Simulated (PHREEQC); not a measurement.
1 kg of water holding 26 mmol/kgw KOH meets 20 L of dry gas (CO2 1 by moles) at fixed total pressure, at 60 °C; fugacities by Peng-Robinson. The gases take part in no redox reaction, some water evaporates into the gas, and hydrates or a liquid gas phase aren't modelled. Nothing may precipitate in this run.

Model: ion-association model, phreeqc.dat, run in PHREEQC.

```
P (atm)  dissolved CO2 (all carbonate carbon) (mol/kgw)  φ of CO2          pH
-------  ----------------------------------------------  --------  ----------
2                                                0.0553     0.992        6.17
5                                                 0.103     0.981        5.75
10                                           (withheld)     0.961        5.45
20                                                0.325     0.924        5.17
30                                                0.458     0.887  (withheld)
40                                                0.577     0.851        4.90
50                                                0.685     0.816        4.83
75                                                0.899     0.733        4.70
100                                                1.04     0.654  (withheld)
150                                                1.18     0.525  (withheld)
200                                                1.26     0.447        4.53
300                                          (withheld)     0.367        4.46
400                                                1.45     0.331        4.40
```

Question: Some entries are withheld; supply them.

Answer: 
- 10, dissolved CO2 (all carbonate carbon) (mol/kgw): 0.180
- 30, pH: 5.01
- 100, pH: 4.63
- 150, pH: 4.57
- 300, dissolved CO2 (all carbonate carbon) (mol/kgw): 1.37

At this temperature some constants are extrapolated from 25 °C, and those without enthalpy data are left unchanged.
